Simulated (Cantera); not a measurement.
Charge: 1 mol SiH2Cl2, 1.3 mol NH3, 87 mol H2, held at 1275 K and 1.00 Torr.

Method: chemical equilibrium by Gibbs-energy minimisation in Cantera with the NASA 1993 tables (ideal gas, pure condensed phases). Candidate condensed phases: NH4Cl, Si, Si3N4; 28 gas species. The numbers say what is thermodynamically allowed, not how fast it happens.

Question: What is the equilibrium state?

Answer: x(H2): 0.978
x(HCl): 0.0204
x(SiCl2): 0.000763
x(N2): 0.000332
x(H): 2.00e-5
x(SiCl3): 7.96e-6
x(SiHCl3): 1.05e-6
n(Si3N4(s)): 0.310 mol
gas amount: 90.98 mol
log10 activity of Si(s) (absent): -0.16
